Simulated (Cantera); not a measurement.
## SiO2 + HBr + N2 (oxide etching and cleaning by halides)

Feed: 1 mol SiO2, a varied amount of HBr, 90 mol N2, equilibrated at 1573.15 K and 0.00870 bar.

Cantera equilibrium calculation (NASA polynomials, part measured and part estimated; ideal gas, pure solids and liquids). Candidate condensed phases: Br2, H2O, Si, SiO2, Si2N2O, Si3N4; 45 gas species. The tables hold silica as quartz up to 1696 K and as liquid above; real silica turns to tridymite and cristobalite and melts near 1996 K. The numbers say what is thermodynamically allowed, not how fast it happens.

From 1.7 mol HBr to 42 mol HBr the condensed part is SiO2(β-quartz). The main Si-bearing gas is SiO throughout. The share of Si in condensed phases is highest at 1.7 mol HBr (99.4 %) and lowest at 42 mol HBr (97.3 %).

```
n(HBr) (mol)   x N2   x HBr     x Br     x H2     x H2O  n SiO2(β-quartz)
------------  -----  ------  -------  -------  --------  ----------------
1.7           0.978  0.0117  0.00681  0.00333   7.01e-5             0.994
2.7           0.966  0.0194  0.00956  0.00469   8.32e-5             0.992
4.2           0.949  0.0312   0.0131  0.00644   9.76e-5             0.991
6.7           0.922  0.0506   0.0181  0.00891  0.000115             0.989
11            0.880  0.0825   0.0250   0.0124  0.000136             0.986
17            0.827   0.123   0.0327   0.0162  0.000156             0.983
27            0.753   0.183   0.0425   0.0211  0.000180             0.979
42            0.664   0.256   0.0531   0.0264  0.000204             0.973
```
x: gas mole fraction; n: condensed amount in mol.
